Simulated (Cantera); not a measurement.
Standard-state values (1 bar) from the NASA 1993 polynomials, evaluated with Cantera. Values are per mole of reaction as written; species without (g) are pure solids or liquids, kept so even where they would boil at 1 bar.

a) 2 H2(g) + O2(g) = 2 H2O(g)
b) 1.143 Ti + O2(g) = 0.2857 Ti4O7
c) 2 B + O2(g) = B2O2(g)
d) Nb + O2(g) = NbO2(g)

Order these by ΔG° at 2323 K, most negative first.

b (-580 kJ), c (-507 kJ), d (-251 kJ), a (-234 kJ)
